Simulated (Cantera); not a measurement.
Charge: 1 mol C2H2, 1.2 mol H2, held at 1225 °C and 74.0 mbar.

Method: chemical equilibrium by Gibbs-energy minimisation in Cantera with the NASA 1993 tables (ideal gas, pure condensed phases). Candidate condensed phases: C, C6H6, C7H8, C8H18; 76 gas species. Equilibrium is a limit: real reactors are often held back by kinetics, nucleation or transport.

Base state: H2 1.000, CH4 0.000192, H 6.32e-5 (mole fractions); condensed: C(graphite).

What changes in the equilibrium state with this change: temperature from 1225 °C to 2177 °C?


```
species            before    after
----------------  -------  -------
H2                  1.000    0.921
H                 6.32e-5   0.0709
C2H2 (acetylene)  8.81e-6  0.00803
C2H                 <1e-9  3.98e-5
C4H2                <1e-9  2.89e-5
CH3               2.46e-7  1.43e-5
C(graphite), mol     2.00     1.96
```

What changes in the equilibrium state with this change: temperature from 1225 °C to 750 °C?


```
species             before    after
----------------  --------  -------
H2                   1.000    0.995
CH4               0.000192  0.00548
H                  6.32e-5  1.52e-8
C(graphite), mol      2.00     1.99
```
